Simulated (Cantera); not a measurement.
Feed: 1 mol BaF₂, 0.55 mol H₂O, 1.2 mol N₂, equilibrated at 1.00 bar.

Equilibrium computed with Cantera from the NASA thermochemical tables; the gas is ideal and each condensed phase is pure. Candidate condensed phases: Ba, BaF₂, BaO, Ba(OH)₂, H₂O; 45 gas species. Mutual solubility and eutectic melting of coexisting phases are not modelled. Equilibrium is a limit: real reactors are often held back by kinetics, nucleation or transport.

Task: At 2023 K, list the 5 most abundant gas species with their mole fractions, and the condensed phases.

Result: N₂ 0.659, H₂O 0.283, BaF₂ 0.0273, HF 0.0171, Ba(OH)₂ 0.00721. Condensed: BaF₂(l) + BaO(s).
